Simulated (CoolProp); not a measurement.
A Linde-Hampson liquefier for normal hydrogen: isothermal reversible compression at 280 K from 1 atm to 5 MPa, throttling to 1 atm, return gas leaving the recuperator 5 K below the feed. Each further row changes one setting.

Computed with CoolProp (reference Helmholtz-energy equation of state, Leachman 2009).

```json
[
 {"case": "as stated", "compression work (kJ/kg of gas)": "4540"},
 {"case": "high pressure 10 MPa", "compression work (kJ/kg of gas)": "5370"},
 {"case": "warm-end temperature 310 K", "compression work (kJ/kg of gas)": "5020"},
 {"case": "warm-end gap 10 K", "compression work (kJ/kg of gas)": "4540"}
]
```
